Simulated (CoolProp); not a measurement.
The fluid at 605.56 K and 3.45 MPa expands adiabatically to 0.561 MPa with isentropic efficiency 0.9. The same conditions are run with several fluids, on thermodynamics alone (safety and materials aside).

Values from CoolProp's reference Helmholtz-energy equation of state of each fluid (sulfur hexafluoride: Guder 2009; oxygen: Schmidt 1985; ethane: Bücker 2006; dry air: Lemmon 2000; carbonyl sulfide: Lemmon 2006). Blends and air are pseudo-pure fits.

Rank sulfur hexafluoride, oxygen, ethane, dry air, carbonyl sulfide by work (kJ/kg), highest first.

ethane (247), dry air (224), oxygen (205), carbonyl sulfide (114), sulfur hexafluoride (52.6)

| fluid | final temperature (K) | final density (kg/m³) |
|---|---|---|
| sulfur hexafluoride | 544.3 | 18.2 |
| oxygen | 394.8 | 5.47 |
| ethane | 513.2 | 3.98 |
| dry air | 388.2 | 5.03 |
| carbonyl sulfide | 456.3 | 9.03 |

Above 300 K oxygen's equation is extrapolated.
